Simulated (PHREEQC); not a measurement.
Consider water at 25 °C with 0.23 mol/kgw Cu(NO3)2, 3.8e-05 mol/kgw HBF4 and 5.2e-05 mol/kgw KCl. Closed to the air; pH follows from the charge balance.

Computed with PHREEQC (ion-association model, phreeqc.dat).

| quantity | before | after |
|---|---|---|
| pH | 3.85 | 3.90 |
| CuF+ (mol/kgw) | 6.24e-5 | 4.87e-5 |
| HF (mol/kgw) | 8.83e-6 | 1.08e-5 |
| CuOH+ (mol/kgw) | 5.86e-6 | 3.68e-6 |
| Cu(OH)2 (mol/kgw) | 4.59e-8 | 3.76e-8 |

Which change was made?
A. temperature from 25 to 20 °C
B. HBF4 from 3.8e-05 to 4.18e-05 mol/kgw
C. KCl from 5.2e-05 to 0.00052 mol/kgw
D. Cu(NO3)2 from 0.23 to 0.115 mol/kgw
E. KCl left out

D, Cu(NO3)2 from 0.23 to 0.115 mol/kgw

This is a speciation only: nothing precipitates in the calculation. Real BF4- forms and hydrolyses slowly; the run takes it at equilibrium.
